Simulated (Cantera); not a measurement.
**V + O₂ + N₂ (tantalum, niobium, vanadium and zirconium in process gases)**

Input: 1 mol V, 0.33 mol O₂, 0.43 mol N₂, at 1 atm.

These are equilibrium values from Cantera (NASA tables, ideal gas, pure condensed phases), not measurements of a reactor. Candidate condensed phases: V, VN, VO, V₂O₃, V₂O₄, V₂O₅; 13 gas species. Mutual solubility and eutectic melting of coexisting phases are not modelled. VN, VO: taken at fixed stoichiometry. Condensed phases not in the tables: the oxides between V₂O₃ and V₂O₅ other than VO₂, solid solutions among these carbides, nitrides and lower oxides, V₂N. Rates play no part.

From 1225 °C to 1425 °C the condensed part is VN(s) + V₂O₃(s). From 1475 °C to 1525 °C the condensed part is VN(s) + VO(s).

| T (°C) | log p N₂ | log p VO₂ | log p VO | log p NO | n VN(s) | n V₂O₃(s) | n VO(s) |
|---|---|---|---|---|---|---|---|
| 1225 | 0.01 | -9.20 | -10.54 | -10.22 | 0.560 | 0.220 | 0 |
| 1275 | 0.01 | -8.66 | -9.89 | -9.83 | 0.560 | 0.220 | 0 |
| 1325 | 0.01 | -8.16 | -9.28 | -9.46 | 0.560 | 0.220 | 0 |
| 1375 | 0.01 | -7.68 | -8.70 | -9.12 | 0.560 | 0.220 | 0 |
| 1425 | 0.01 | -7.24 | -8.17 | -8.79 | 0.560 | 0.220 | 0 |
| 1475 | 0.01 | -6.84 | -7.67 | -8.49 | 0.340 | 0 | 0.660 |
| 1525 | 0.01 | -6.53 | -7.23 | -8.24 | 0.340 | 0 | 0.660 |
log p: log10 of the partial pressure in bar; n: condensed amount in mol.
